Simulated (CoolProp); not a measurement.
Vapour-liquid equilibrium of ethane (1) + CHF3 (R23) (2) at 228.7 K; x and y are mole fractions of (1).

Values from CoolProp's multi-fluid Helmholtz-energy mixture model, Bücker 2006 and Penoncello 2003; pair parameters Bell 2016.

| x | bubble pressure (MPa) | y at the bubble point | dew pressure at overall composition x (MPa) | liquid density (mol/L) |
|---|---|---|---|---|
| 0.05 | 0.7391 | 0.205 | 0.6273 | 18.12 |
| 0.125 | 0.8707 | 0.347 | 0.6777 | 17.68 |
| 0.2 | 0.9409 | 0.416 | 0.7350 | 17.28 |
| 0.275 | 0.9775 | 0.455 | 0.8002 | 16.93 |
| 0.35 | 0.9964 | 0.480 | 0.8733 | 16.63 |
| 0.425 | 1.006 | 0.499 | 0.9498 | 16.38 |
| 0.5 | 1.010 | 0.516 | 1.006 | 16.19 |
| 0.575 | 1.008 | 0.534 | 0.9914 | 16.05 |
| 0.65 | 1.001 | 0.557 | 0.9353 | 15.97 |
| 0.725 | 0.9831 | 0.588 | 0.8713 | 15.93 |
| 0.8 | 0.9483 | 0.634 | 0.8094 | 15.93 |
| 0.875 | 0.8853 | 0.709 | 0.7525 | 15.97 |
| 0.95 | 0.7778 | 0.841 | 0.7012 | 16.02 |

y crosses x between x = 0.5 and 0.575: the model has an azeotrope there.

The pair parameters rest on a limited set of measurements; away from them the model extrapolates. With so large a gap from Raoult's law the liquid may split in two, which this calculation doesn't test in full.
